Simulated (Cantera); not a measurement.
## Equilibrium for carbon deposition, reforming and gasification: C3H6 + H2O + H2

Feed: 1 mol C3H6, 0.48 mol H2O, 1.2 mol H2, at 627 °C and 13.0 bar.

Equilibrium computed with Cantera from the NASA thermochemical tables; the gas is ideal and each condensed phase is pure. Candidate condensed phases: C, C6H6, C7H8, C8H18, H2O; 110 gas species. Equilibrium is a limit: real reactors are often held back by kinetics, nucleation or transport.

```
Quantity           Result
--------------  ---------
x(CH4)              0.504
x(H2)               0.353
x(H2O)              0.123
x(CO)              0.0111
x(CO2)            0.00892
x(C2H6)           4.81e-5
n(C(graphite))   1.35 mol
gas amount      3.153 mol
```
